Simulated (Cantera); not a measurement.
Feed: 1 mol SiCl4, 0.11 mol C2H4, 81 mol H2, at 0.0100 bar.

Method: chemical equilibrium by Gibbs-energy minimisation in Cantera with the NASA 1993 tables (ideal gas, pure condensed phases). Candidate condensed phases: C, C6H6, C7H8, C8H18, Si, SiC; 109 gas species. Mutual solubility and eutectic melting of coexisting phases are not modelled. Gases not in the tables: Si2H6 and higher silanes. Rates play no part.

Task: What share of the Si ends up in condensed phases as a function of T (K), at 1748, 1798, 1848, 1898, 1948, 1998, 2048?

Result: 
| T (K) | Si condensed (%) | as |
|---|---|---|
| 1748 | 56.1 | Si(l) + SiC(s) |
| 1798 | 56.2 | Si(l) + SiC(s) |
| 1848 | 54.5 | Si(l) + SiC(s) |
| 1898 | 49.8 | Si(l) + SiC(s) |
| 1948 | 39.9 | Si(l) + SiC(s) |
| 1998 | 21.2 | Si(l) + SiC(s) |
| 2048 | 20.3 | SiC(s) |
